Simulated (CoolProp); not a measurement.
Vapour-liquid equilibrium of isobutene (1) + acetone (2) at 0.706 MPa; x and y are mole fractions of (1).

Model: multi-fluid Helmholtz-energy mixture model, Lemmon 2005 and Lemmon 2006; pair parameters Bell 2016, in CoolProp.

| x | bubble temperature, mixture model (°C) | bubble temperature, Raoult's law (°C) | y, mixture model | y, Raoult's law |
|---|---|---|---|---|
| 0.05 | … | 120.0 | 0.233 | 0.187 |
| 0.125 | … | 110.8 | 0.476 | 0.396 |
| 0.2 | … | 102.8 | 0.623 | 0.547 |
| 0.275 | 82.6 | 95.8 | 0.713 | 0.657 |
| 0.35 | 76.9 | 89.6 | … | 0.740 |
| 0.425 | 72.6 | 84.1 | 0.809 | 0.803 |
| 0.5 | 69.4 | 79.1 | 0.837 | 0.851 |
| 0.575 | 66.8 | 74.7 | … | 0.889 |
| 0.65 | … | 70.6 | 0.881 | 0.919 |
| 0.725 | 62.6 | 67.0 | … | 0.944 |
| 0.8 | … | 63.6 | 0.922 | 0.963 |
| 0.875 | 58.9 | 60.5 | 0.947 | 0.979 |
| 0.95 | 57.0 | 57.6 | 0.976 | 0.992 |

Question: What belongs in the gaps?

Answer: 
- 0.05, bubble temperature, mixture model (°C): 115.6
- 0.125, bubble temperature, mixture model (°C): 101.3
- 0.2, bubble temperature, mixture model (°C): 90.5
- 0.35, y, mixture model: 0.770
- 0.575, y, mixture model: 0.860
- 0.65, bubble temperature, mixture model (°C): 64.6
- 0.725, y, mixture model: 0.901
- 0.8, bubble temperature, mixture model (°C): 60.7

The largest gap from Raoult's law is -13.2 K in bubble temperature, at x = 0.275. No azeotrope shows between x = 0.05 and 0.95.

Pair parameters are fitted to limited data, so mixtures are less certain than the pure fluids.
